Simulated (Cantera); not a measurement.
**Ignition delay**

Mixture: CO : H2 : O2 : N2 = 1 : 0.055 : 0.406 : 2.27 (molar parts), at 720 Torr, adiabatic and at constant volume. Ignition delay is the time to a rise of 400 K.

Detailed kinetics in Cantera: GRI-Mech 3.0 (53 species, 325 reactions). Where the delays flatten at high temperature, the 400 K rule measures the pace of heat release, not the induction time.

| T0 (K) | delay (ms) |
|---|---|
| 1150 | 0.229 |
| 1225 | 0.164 |
| 1300 | 0.131 |
| 1375 | 0.111 |
| 1450 | 0.100 |
